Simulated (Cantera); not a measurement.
Input: 1 mol PbO, 1.2 mol CO.

Cantera equilibrium calculation (NASA polynomials, part measured and part estimated; ideal gas, pure solids and liquids). Candidate condensed phases: C, Pb, PbO, PbO₂, Pb₃O₄; 15 gas species. Kinetics and transport are ignored.

Stable condensed phases, one row left out:

```
T in °C \ P in Pa
              10      68     460    3200   22000  150000 1000000
   2350        A       A       A       A       A       A       A
   2200        A       A       A       A       A       A       A
   2050        A       A       A       A       A       A       A
   1900        A       A       A       A       A       A       B
   1750        A       A       A       A       A       A       B
   1600        A       A       A       A       A       B       B
   1450        A       A       A       A       A       B       B
   1300        A       A       A       A       B       B       B
   1000        A       A       B       B       B       B       B
    850        A       B       B       B       B       B       B
    700        B       B       B       B       B       B       B
    550        B       B       B       B       B       C       C
```

A: gas only; B: Pb; C: C + Pb.

Problem. Give the row for 1150 °C.

Solution. 10: gas only; 68: gas only; 460: gas only; 3200: Pb; 22000: Pb; 150000: Pb; 1000000: Pb.
